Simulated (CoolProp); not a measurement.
Properties of octamethyltrisiloxane (MDM) along the isotherm 339.3 K.

Values from CoolProp's reference Helmholtz-energy equation of state, Thol 2017.

| p (MPa) | phase | density (kg/m³) | isothermal compressibility (1/MPa) | expansivity (1/kK) | fugacity coefficient |
|---|---|---|---|---|---|
| 0.154 | liquid | 773.4 | 0.002556 | 1.352 | 0.03209 |
| 0.308 | liquid | 773.7 | 0.002544 | 1.349 | 0.01632 |
| 0.462 | liquid | 774.0 | 0.002533 | 1.345 | 0.01106 |
| 0.616 | liquid | 774.3 | 0.002521 | 1.341 | 0.008435 |
| 0.77 | liquid | 774.6 | 0.002510 | 1.338 | 0.006861 |
| 0.924 | liquid | 774.9 | 0.002499 | 1.334 | 0.005814 |
| 1.08 | liquid | 775.2 | 0.002488 | 1.330 | 0.005059 |
| 1.23 | liquid | 775.5 | 0.002477 | 1.327 | 0.004514 |
| 1.39 | liquid | 775.8 | 0.002466 | 1.323 | 0.004064 |
| 1.54 | liquid | 776.1 | 0.002456 | 1.320 | 0.003728 |
| 1.69 | liquid | 776.4 | 0.002445 | 1.316 | 0.003453 |
| 1.85 | liquid | 776.7 | 0.002435 | 1.313 | 0.003209 |
| 2 | liquid | 777.0 | 0.002425 | 1.310 | 0.003017 |
| 2.16 | liquid | 777.3 | 0.002414 | 1.306 | 0.002842 |
